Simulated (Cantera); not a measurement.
Charge: 1 mol B₂O₃, 0.23 mol NH₃, 66 mol H₂, equilibrated at 0.220 bar.

Equilibrium computed with Cantera from the NASA thermochemical tables; the gas is ideal and each condensed phase is pure. Candidate condensed phases: B, BN, B₂O₃, B₃O₃H₃, H₂O; 39 gas species. Mutual solubility and eutectic melting of coexisting phases are not modelled. Gases not in the tables: H₃BO₃. Rates play no part. All values below are at 1052 °C.

Base state: H₂ 0.998, N₂ 0.00151, H₂O 0.000582, HBO₂ 0.000212, HBO 5.81e-5 (mole fractions); condensed: BN(s) + B₂O₃(l).

Problem. What changes in the equilibrium state with this change: B₂O₃ replaced by borazine?

Solution. 
| species | before | after |
|---|---|---|
| H₂ | 0.998 | 0.998 |
| N₂ | 0.00151 | 0.00166 |
| H₂O | 0.000582 | 0 |
| HBO₂ | 0.000212 | 0 |
| HBO | 5.81e-5 | 0 |
| BN(s), mol | 0.0291 | 3.00 |
| B₂O₃(l), mol | 0.976 | 0 |
The feed counts by its element totals alone.
